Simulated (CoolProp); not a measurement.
R142b along the isotherm 384.4 K: fugacity coefficient from the reference equation and from simpler models built on Tc = 410.3 K, pc = 40.55 bar, ω = 0.232; each cubic takes its own stable root.

Model: reference Helmholtz-energy equation of state, Lemmon 2006, in CoolProp. It is a short technical equation, of lower accuracy than the large ones.

| p (bar) | phase | reference |
|---|---|---|
| 16.9 | gas | 0.8244 |
| 33.8 | liquid | 0.5720 |
| 50.7 | liquid | 0.4059 |
| 67.6 | liquid | 0.3234 |
| 84.5 | liquid | 0.2745 |
| 101 | liquid | 0.2431 |
| 118 | liquid | 0.2204 |
| 135 | liquid | 0.2039 |
| 152 | liquid | 0.1915 |
| 169 | liquid | 0.1821 |
| 186 | liquid | 0.1748 |
| 203 | liquid | 0.1691 |

Question: How far does each simpler model (van der Waals, Redlich-Kwong, Soave-Redlich-Kwong, Peng-Robinson) lie from the reference over these 12 states: mean and median of the absolute difference, and the worst?

Answer: 
- van der Waals: mean 36.3 %, median 37.6 %, worst +58.3 % at 384.4 K and 203 bar
- Redlich-Kwong: mean 11.6 %, median 12.5 %, worst +16.7 % at 384.4 K and 203 bar
- Soave-Redlich-Kwong: mean 6.4 %, median 6.8 %, worst +10.3 % at 384.4 K and 203 bar
- Peng-Robinson: mean 0.4 %, median 0.3 %, worst -1.2 % at 384.4 K and 16.9 bar
